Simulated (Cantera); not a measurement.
A closed system holds: 1 mol (CH₃)₂SiCl₂, 0.021 mol C₂H₄, 110 mol H₂, held at 2225 K and 97.0 mbar.

Method: chemical equilibrium by Gibbs-energy minimisation in Cantera with the NASA 1993 tables (ideal gas, pure condensed phases). Candidate condensed phases: C, C₆H₆, C₇H₈, C₈H₁₈, Si, SiC; 109 gas species. The feed counts by its element totals alone. The tables' values for SiCl are old estimates; treat these amounts as uncertain. Gases not in the tables: Si₂H₆ and higher silanes. Rates play no part.

Base state: H₂ 0.959, H 0.0204, HCl 0.0169, C₂H₂ (acetylene) 0.00281, Si 0.000559, Cl 0.000261, SiH 7.19e-5, SiCl₂ 6.50e-5 (mole fractions); condensed: C(graphite) + SiC(s).

Q: What changes in the equilibrium state with this change: pressure from 97.0 mbar to 1.40 mbar?

A: 
```
species             before     after
----------------  --------  --------
H₂                   0.959     0.817
H                   0.0204     0.156
HCl                 0.0169    0.0140
Si                0.000559   0.00695
CH₄                2.22e-5   2.33e-7
SiC₂               5.90e-5  0.000733
C(graphite), mol     0.473      1.24
SiC(s), mol          0.896         0
```
